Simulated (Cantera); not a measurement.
What does this Cantera script print?

```python
import numpy as np
import cantera as ct

gas_names = """
    H HNO HNO2 HNO3 HO2 H2 H2O H2O2 N NH NH2 NH3 NH2OH NO NO2 NO3 N2 N2H2 N2H4 N2O O OH O2 O3 Si SiH
    SiH2 SiH3 SiH4 SiN SiO SiO2 Si2 Si2N Si3
""".split()
cond_names = """
    H2O(s) H2O(L) Si(cr) Si(L) SiO2(Lqz) SiO2(hqz) SiO2(L) Si2N2O(s) Si3N4(a)
""".split()


# ... load() reads the species with a 1 bar reference pressure and builds the phases ...
atoms = {
    'SiO2': {'Si': 1, 'O': 2},
    'H2': {'H': 2},
    'N2': {'N': 2},
}
top_T = {'Si2N2O(s)': 2100, 'Si3N4(a)': 2400}  # K; cautious upper limits of use, not melting points


# ... equilibrate(T, P, feed) seeds the gas with the atoms and calls Mixture.equilibrate('TP', solver="vcs", rtol=1e-11, max_steps=5000) ...
results = []
feed = {'SiO2': 1, 'H2': 0.58, 'N2': 7.2}  # mol
P = 133.322  # Pa
for T in [1175, 1225, 1275, 1325, 1375, 1425, 1475, 1525, 1575, 1625, 1675]:
    mix = equilibrate(T, P, feed)
    results.append((T, P, feed, dict(zip(mix.species_names, mix.species_moles))))

top = {s: max(r[3][s] / sum(r[3][g] for g in gas_names) for r in results) for s in gas_names}
cols = sorted((s for s in top if top[s] > 0.0001), key=lambda s: -top[s])[:5]
seen = [c for c in cond_names if any(r[3].get(c, 0) > 1e-12 for r in results)]
print("log10 of partial pressures in bar; condensed amounts in mol")
print(f"{'T/K':>10s}" + "".join(f"{s[:9]:>10s}" for s in cols + seen))
for T, P, feed, n in results:
    ng = sum(n[g] for g in gas_names)
    print(f"{T:10.4g}" + "".join(f"{np.log10(max(n[s] / ng * P / 1e5, 1e-99)):10.3f}" for s in cols)
          + "".join(f"{n.get(c, 0):10.4g}" for c in seen))
```

It prints:

```
log10 of partial pressures in bar; condensed amounts in mol
       T/K        N2        H2       SiO       H2O         H SiO2(hqz) Si2N2O(s)
      1175    -2.909    -4.003    -9.543    -8.474    -8.913         1  5.97e-06
      1225    -2.909    -4.003    -8.623    -8.400    -8.508         1 3.114e-06
      1275    -2.909    -4.003    -8.055    -8.055    -8.134    0.9999         0
      1325    -2.909    -4.003    -7.633    -7.633    -7.788    0.9999         0
      1375    -2.909    -4.003    -7.243    -7.243    -7.467    0.9997         0
      1425    -2.909    -4.003    -6.881    -6.881    -7.168    0.9992         0
      1475    -2.909    -4.004    -6.545    -6.545    -6.889    0.9983         0
      1525    -2.909    -4.006    -6.232    -6.232    -6.629    0.9966         0
      1575    -2.909    -4.009    -5.940    -5.940    -6.386    0.9933         0
      1625    -2.910    -4.015    -5.667    -5.668    -6.159    0.9874         0
      1675    -2.910    -4.024    -5.414    -5.414    -5.947    0.9774         0
```

Equilibrium computed with Cantera from the NASA thermochemical tables; the gas is ideal and each condensed phase is pure. N2 is the only nitrogen source here; it is nearly inert below about 1500 K, so the nitride shown seldom forms there in practice. The tables hold silica as quartz up to 1696 K and as liquid above; real silica turns to tridymite and cristobalite and melts near 1996 K.
